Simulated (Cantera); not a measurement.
Input: 1 mol CuO, 0.52 mol CO, 0.16 mol H₂, equilibrated at 0.100 bar.

Equilibrium computed with Cantera from the NASA thermochemical tables; the gas is ideal and each condensed phase is pure. Candidate condensed phases: C, C₆H₆, C₇H₈, C₈H₁₈, Cu, CuO, Cu(OH)₂, Cu₂O, H₂O; 113 gas species. Kinetics and transport are ignored. All values below are at 2075 K.

Base state: CO₂ 0.551, O₂ 0.175, H₂O 0.169, Cu 0.0842, CO 0.0101, OH 0.00644, O 0.00154, CuO 0.00111 (mole fractions); condensed: Cu(l).

**Question.** What changes in the equilibrium state with this change: H₂ from 0.16 to 18 mol?

**Answer.** 
```json
[
 {"species": "H₂", "before": "0.000635", "after": "0.864"},
 {"species": "Cu", "before": "0.0842", "after": "0.0507"},
 {"species": "H₂O", "before": "0.169", "after": "0.0507"},
 {"species": "CO₂", "before": "0.551", "after": "0.000317"},
 {"species": "O₂", "before": "0.175", "after": "8.54e-9"},
 {"species": "CO", "before": "0.0101", "after": "0.0262"},
 {"species": "CuO", "before": "0.00111", "after": "1.48e-7"},
 {"species": "O", "before": "0.00154", "after": "3.41e-7"},
 {"species": "OH", "before": "0.00644", "after": "5.24e-5"},
 {"species": "H", "before": "0.000212", "after": "0.00783"},
 {"species": "Cu(l), mol", "before": "0.920", "after": "0"}
]
```
